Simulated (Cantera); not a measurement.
Feed: 1 mol MgO, 2.4 mol SO3, 0.034 mol CO2, 0.13 mol H2S, held at 13.0 mbar.

These are equilibrium values from Cantera (NASA tables, ideal gas, pure condensed phases), not measurements of a reactor. Candidate condensed phases: C, C6H6, C7H8, C8H18, H2O, H2SO4, Mg, MgCO3, MgO, Mg(OH)2, MgS, MgSO4, S; 130 gas species. The numbers say what is thermodynamically allowed, not how fast it happens.

x: gas mole fraction; n: condensed amount in mol.

```tsv
T (°C)	x SO2	x O2	x SO3	x H2O	x CO2	x OH	x O	n MgSO4(s)	n MgO(s)
627	0.580	0.161	0.177	0.0644	0.0168	…	1.90e-11	1.00	0
702	0.644	0.199	0.0799	0.0615	0.0161	…	2.82e-10	1.00	0
777	0.672	0.215	0.0367	0.0602	0.0157	…	2.72e-9	1.00	0
852	0.684	0.223	0.0181	0.0597	0.0156	…	1.91e-8	1.00	0
927	0.677	0.268	0.0103	0.0353	0.00924	…	1.14e-7	0	1.00
1002	0.680	0.270	0.00585	0.0352	0.00922	…	5.08e-7	0	1.00
1077	0.682	0.270	0.00355	0.0352	0.00921	…	1.92e-6	0	1.00
1152	0.682	0.271	0.00227	0.0351	0.00920	…	6.33e-6	0	1.00
1227	0.683	0.271	0.00152	0.0351	0.00920	…	1.85e-5	0	1.00
1302	0.683	0.271	0.00105	0.0350	0.00919	…	4.89e-5	0	1.00
1377	0.683	0.271	0.000758	0.0349	0.00919	…	0.000118	0	1.00
1452	0.683	0.271	0.000561	0.0347	0.00918	…	0.000265	0	1.00
```

Q: Fill in the missing entries.

A: 
- 627, x OH: 2.92e-8
- 702, x OH: 1.60e-7
- 777, x OH: 6.74e-7
- 852, x OH: 2.34e-6
- 927, x OH: 5.60e-6
- 1002, x OH: 1.46e-5
- 1077, x OH: 3.43e-5
- 1152, x OH: 7.36e-5
- 1227, x OH: 0.000146
- 1302, x OH: 0.000272
- 1377, x OH: 0.000478
- 1452, x OH: 0.000799
